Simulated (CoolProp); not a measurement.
A closed Brayton cycle with carbon dioxide: compressor inlet 317.15 K and 8.4 MPa, high pressure 15.3 MPa, turbine inlet 860 K, compressor efficiency 0.89, turbine efficiency 0.85, recuperator effectiveness 0.9 (on enthalpy, no pinch check). Each further row changes one setting.

Model: reference Helmholtz-energy equation of state, Span 1996, in CoolProp.

```json
[
 {"case": "as stated", "thermal efficiency (%)": "28.8", "net work (kJ/kg)": "57.5", "compressor to turbine work": "0.28", "compressor exit (K)": "360.5", "turbine exit (K)": "789.5"},
 {"case": "turbine inlet 810 K", "thermal efficiency (%)": "27.7", "net work (kJ/kg)": "52.4", "compressor to turbine work": "0.30", "compressor exit (K)": "360.5", "turbine exit (K)": "742.0"},
 {"case": "compressor inlet 327.15 K", "thermal efficiency (%)": "28.6", "net work (kJ/kg)": "52.5", "compressor to turbine work": "0.34", "compressor exit (K)": "376.4", "turbine exit (K)": "789.5"},
 {"case": "high pressure 13 MPa", "thermal efficiency (%)": "25.3", "net work (kJ/kg)": "43.2", "compressor to turbine work": "0.27", "compressor exit (K)": "348.6", "turbine exit (K)": "808.3"},
 {"case": "recuperator effectiveness 0.5", "thermal efficiency (%)": "14.3", "net work (kJ/kg)": "57.5", "compressor to turbine work": "0.28", "compressor exit (K)": "360.5", "turbine exit (K)": "789.5"}
]
```
